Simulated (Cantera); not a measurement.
Equilibrium for silicon epitaxy and polysilicon growth: SiCl4 + Cl2 + H2

A closed system holds: 1 mol SiCl4, 0.012 mol Cl2, 860 mol H2, held at 12.8 Torr.

Method: chemical equilibrium by Gibbs-energy minimisation in Cantera with the NASA 1993 tables (ideal gas, pure condensed phases). Candidate condensed phases: Si; 19 gas species. Gases not in the tables: Si2H6 and higher silanes. The numbers say what is thermodynamically allowed, not how fast it happens.

From 1050 K to 1650 K the condensed part is Si(s). At 1700 K the condensed part is Si(l). The main Si-bearing gas is SiCl2 throughout. The share of Si in condensed phases is highest at 1150 K (95.6 %) and lowest at 1700 K (87.9 %).

```
T (K)  log p H2  log p HCl  log p H  log p SiCl2  log p Si  n Si(s)  n Si(l)
-----  --------  ---------  -------  -----------  --------  -------  -------
1050      -1.77      -4.12    -8.98        -6.19      <-13    0.942        0
1100      -1.77      -4.11    -8.47        -6.14    -13.63    0.954        0
1150      -1.77      -4.11    -8.01        -6.11    -12.70    0.956        0
1200      -1.77      -4.11    -7.59        -6.08    -11.86    0.955        0
1250      -1.77      -4.11    -7.20        -6.05    -11.08    0.954        0
1300      -1.77      -4.11    -6.84        -6.02    -10.36    0.951        0
1350      -1.77      -4.11    -6.51        -6.00     -9.70    0.949        0
1400      -1.77      -4.11    -6.20        -5.98     -9.08    0.946        0
1450      -1.77      -4.11    -5.91        -5.96     -8.51    0.944        0
1500      -1.77      -4.11    -5.64        -5.95     -7.98    0.940        0
1550      -1.77      -4.11    -5.39        -5.93     -7.48    0.936        0
1600      -1.77      -4.11    -5.15        -5.92     -7.01    0.927        0
1650      -1.77      -4.11    -4.93        -5.91     -6.57    0.911        0
1700      -1.77      -4.12    -4.72        -5.90     -6.17        0    0.879
```
log p: log10 of the partial pressure in bar; n: condensed amount in mol.
